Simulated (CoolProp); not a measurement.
c-C4F8 (RC318) at several states: fugacity coefficient from the reference equation and from simpler models built on Tc = 115.2 °C, pc = 2.778 MPa, ω = 0.355; each cubic takes its own stable root.

The numbers come from the reference Helmholtz-energy equation of state, Platzer 1990 in CoolProp. This equation is an older, rougher fit; its heat capacities, sound speeds and derivatives of the liquid may be far off and weren't checked against measurements.

| T (°C) | p (MPa) | phase | reference | van der Waals | Peng-Robinson |
|---|---|---|---|---|---|
| -3.05 | 0.467 | liquid | 0.2381 | 0.8834 | 0.2373 |
| 129.35 | 0.112 | gas | 0.9883 | 0.9890 | 0.9865 |
| 156.15 | 6.91 | supercritical | 0.5146 | 0.4970 | 0.4995 |
| 120.45 | 3.6 | supercritical | 0.5755 | 0.5992 | 0.5566 |

At some of these states van der Waals gives the other phase, because its saturation line lies elsewhere.
